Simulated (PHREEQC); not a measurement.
Dissolve 16 mmol/kgw H3AsO4 and 170 mmol/kgw FeCl3 at 25 °C. Closed to the air; pH follows from the charge balance.

Equilibrium calculation in PHREEQC: ion-association model, wateq4f.dat.

| quantity | before | after |
|---|---|---|
| pH | 1.80 | 2.18 |
| ionic strength (mol/kgw) | 0.596 | 0.0851 |
| H3AsO4 (mol/kgw) | 0.0107 | 0.000809 |
| H2AsO4- (mol/kgw) | 0.00529 | 0.000791 |
| HAsO4-2 (mol/kgw) | 5.74e-8 | 1.68e-8 |

Task: What was changed between the two runs?
A) H3AsO4 replaced by Na2HAsO4 at the same molality
B) FeCl3 replaced by AlCl3 at the same molality
C) diluted 5-fold with water
D) FeCl3 from 0.17 to 0.085 mol/kgw
E) diluted 10-fold with water

Result: E, diluted 10-fold with water

No solid was allowed to form. Some of these states are supersaturated (in Scorodite, Hematite (slow to form), Goethite (slow to form), for instance). The database's scorodite may be far more soluble than the real mineral, and it has no iron arsenate complexes; the constant wasn't checked at its source.
